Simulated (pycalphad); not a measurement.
Freezing of Ti-B alloys with rising B

Computed with pycalphad from the COST 507 light-alloy database (1999), at 1 atm. The database dates from 1999; later assessments differ in places, in temperatures and in the compounds included. Phase fractions are per mole of atoms.

Scheil-Gulliver runs (no diffusion in the solid, steps of 4 K) beside full equilibrium.

```tsv
alloy	liquidus (°C)	Scheil, half solid (°C)	Scheil, 80 % solid (°C)	Scheil, invariant end (°C)	liquid left at that end	equilibrium solidus (°C)
Ti-3.419B (wt.%)	1653	at the invariant end	at the invariant end	1541	0.85	1541
Ti-13.4B (wt.%)	2351	1906	at the invariant end	1541	0.26	1541
Ti-21.09B (wt.%)	2984	2407	1802	1541	0.12	2183
Ti-49.54B (wt.%)	2903	2222	at the invariant end	2059	0.47	2059
```
